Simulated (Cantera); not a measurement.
Cantera run, input and output.

```python
import numpy as np
import cantera as ct

gas = ct.Solution("gri30.yaml")
gas.TPX = 1525, 1000000, {'C2H4': 0.0034, 'O2': 0.0069, 'N2': 1, 'H2O': 0.018}
reactor = ct.IdealGasConstPressureReactor(gas, energy="off", clone=False)
net = ct.ReactorNet([reactor])
net.rtol, net.atol = 1e-08, 1e-18
show = ['C2H4', 'O2', 'CH3', 'NO', 'O', 'C2H6', 'CH4']
times = np.geomspace(5e-06, 4, 11)

steps = ct.SolutionArray(gas, extra=["t"])
rows = []
print(f"{'t/s':>10s}{'T/K':>9s}{'P/Pa':>11s}" + "".join(f"{s:>11s}" for s in show))
for t in times:
    while net.time < t:
        t_next = net.step()
        steps.append(gas.state, t=t_next)
    rows.append([np.interp(t, steps.t, y) for y in (steps.T, steps.P, *steps(*show).X.T)])
    print(f"{t:10.3e}{rows[-1][0]:9.1f}{rows[-1][1]:11.4g}" + "".join(f"{x:11.3e}" for x in rows[-1][2:]))
rate = np.gradient(steps.T, steps.t)
print("integrator steps:", len(steps.t))
if steps.T.max() > steps.T[0] + 200:
    print(f"time of steepest temperature rise: {steps.t[rate.argmax()]:.4e} s")
gas.TPX = 1525, 1000000, {'C2H4': 0.0034, 'O2': 0.0069, 'N2': 1, 'H2O': 0.018}
gas.equilibrate("TP")
print(f"equilibrium (TP): T = {gas.T:.1f} K  " + "  ".join(f"{s} {gas[s].X[0]:.3e}" for s in show))
```

It prints:

```
       t/s      T/K       P/Pa       C2H4         O2        CH3         NO          O       C2H6        CH4
 5.000e-06   1525.0      1e+06  3.306e-03  6.710e-03  6.160e-09  6.830e-16  1.761e-09  2.114e-12  1.356e-10
 1.947e-05   1525.0      1e+06  3.294e-03  6.704e-03  1.996e-06  4.526e-13  3.775e-07  3.244e-09  1.021e-07
 7.579e-05   1525.0      1e+06  4.026e-04  3.473e-03  4.205e-05  4.115e-07  6.140e-06  6.905e-06  2.701e-04
 2.951e-04   1525.0      1e+06  1.806e-05  1.232e-03  1.579e-05  7.289e-07  2.184e-06  1.961e-06  1.662e-04
 1.149e-03   1525.0      1e+06  2.853e-06  2.999e-04  4.907e-06  9.079e-07  3.550e-07  4.850e-07  7.712e-05
 4.472e-03   1525.0      1e+06  8.948e-07  6.783e-05  1.388e-06  9.208e-07  2.144e-08  1.172e-07  5.788e-05
 1.741e-02   1525.0      1e+06  3.135e-07  1.507e-05  4.098e-07  8.954e-07  1.337e-09  1.838e-08  5.610e-05
 6.778e-02   1525.0      1e+06  2.266e-07  1.872e-06  1.805e-07  8.537e-07  8.245e-11  4.255e-09  5.629e-05
 2.639e-01   1525.0      1e+06  2.258e-07  5.790e-09  1.458e-07  7.306e-07  8.275e-12  2.825e-09  5.652e-05
 1.027e+00   1525.0      1e+06  1.685e-07  1.803e-11  1.355e-07  3.979e-07  7.442e-12  2.431e-09  5.531e-05
 4.000e+00   1525.0      1e+06  5.008e-08  1.727e-11  9.568e-08  2.135e-07  7.315e-12  1.213e-09  4.003e-05
integrator steps: 2149
equilibrium (TP): T = 1525.0 K  C2H4 2.001e-20  O2 1.691e-11  CH3 6.019e-15  NO 1.380e-08  O 7.411e-12  C2H6 5.820e-24  CH4 2.515e-12
```

Cantera simulation using GRI-Mech 3.0 (53 species, 325 reactions); the numbers are that mechanism's predictions, not measurements. GRI-Mech 3.0 was tuned for natural gas; its chemistry of ethylene as a main component is partial and can be far from experiment.
